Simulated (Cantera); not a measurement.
Charge: 1 mol CuO, a varied amount of CH4, 1 mol N2, equilibrated at 1327 °C and 0.000270 bar.

Equilibrium computed with Cantera from the NASA thermochemical tables; the gas is ideal and each condensed phase is pure. Candidate condensed phases: C, C6H6, C7H8, C8H18, Cu, CuO, Cu(OH)2, Cu2O, H2O; 139 gas species. Rates play no part.

Problem. Which condensed phases are stable at each of these points (n(CH4) (mol)): 0.41, 0.59, 0.77, 0.95, 1.1, 1.3, 1.5, 1.7, 1.9, 2, 2.2?

Solution. 
| n(CH4) (mol) | condensed phases | Cu condensed (%) |
|---|---|---|
| 0.41 | Cu(l) | 61.4 |
| 0.59 | Cu(l) | 52.0 |
| 0.77 | Cu(l) | 42.7 |
| 0.95 | Cu(l) | 33.3 |
| 1.1 | C(graphite) + Cu(l) | 27.3 |
| 1.3 | C(graphite) + Cu(l) | 20.3 |
| 1.5 | C(graphite) + Cu(l) | 13.4 |
| 1.7 | C(graphite) + Cu(l) | 6.5 |
| 1.9 | C(graphite) | 0.0 |
| 2 | C(graphite) | 0.0 |
| 2.2 | C(graphite) | 0.0 |

From 0.41 mol CH4 to 0.95 mol CH4 the condensed part is Cu(l). From 1.1 mol CH4 to 1.7 mol CH4 the condensed part is C(graphite) + Cu(l). From 1.9 mol CH4 to 2.2 mol CH4 the condensed part is C(graphite).
